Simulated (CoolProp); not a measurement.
Vapour-liquid equilibrium of benzene (1) + p-xylene (2) at 228.05 °C; x and y are mole fractions of (1).

The numbers come from the multi-fluid Helmholtz-energy mixture model, Thol 2012 and Zhou 2012; pair parameters Bell 2016 in CoolProp.

```json
[
 {"x": "0.05", "bubble pressure (kPa)": "751.1", "y at the bubble point": "0.112", "dew pressure at overall composition x (kPa)": "715.8", "liquid density (mol/L)": "6.216"},
 {"x": "0.15", "bubble pressure (kPa)": "879.2", "y at the bubble point": "0.298", "dew pressure at overall composition x (kPa)": "774.0", "liquid density (mol/L)": "6.365"},
 {"x": "0.25", "bubble pressure (kPa)": "1014", "y at the bubble point": "0.445", "dew pressure at overall composition x (kPa)": "842.1", "liquid density (mol/L)": "6.518"},
 {"x": "0.35", "bubble pressure (kPa)": "1154", "y at the bubble point": "0.562", "dew pressure at overall composition x (kPa)": "922.6", "liquid density (mol/L)": "6.676"},
 {"x": "0.45", "bubble pressure (kPa)": "1299", "y at the bubble point": "0.659", "dew pressure at overall composition x (kPa)": "1019", "liquid density (mol/L)": "6.838"},
 {"x": "0.55", "bubble pressure (kPa)": "1450", "y at the bubble point": "0.741", "dew pressure at overall composition x (kPa)": "1137", "liquid density (mol/L)": "7.004"},
 {"x": "0.65", "bubble pressure (kPa)": "1606", "y at the bubble point": "0.810", "dew pressure at overall composition x (kPa)": "1284", "liquid density (mol/L)": "7.173"},
 {"x": "0.75", "bubble pressure (kPa)": "1768", "y at the bubble point": "0.872", "dew pressure at overall composition x (kPa)": "1469", "liquid density (mol/L)": "7.346"},
 {"x": "0.85", "bubble pressure (kPa)": "1936", "y at the bubble point": "0.926", "dew pressure at overall composition x (kPa)": "1707", "liquid density (mol/L)": "7.521"},
 {"x": "0.95", "bubble pressure (kPa)": "2112", "y at the bubble point": "0.976", "dew pressure at overall composition x (kPa)": "2017", "liquid density (mol/L)": "7.697"}
]
```

No azeotrope shows between x = 0.05 and 0.95.

The pair parameters rest on a limited set of measurements; away from them the model extrapolates.
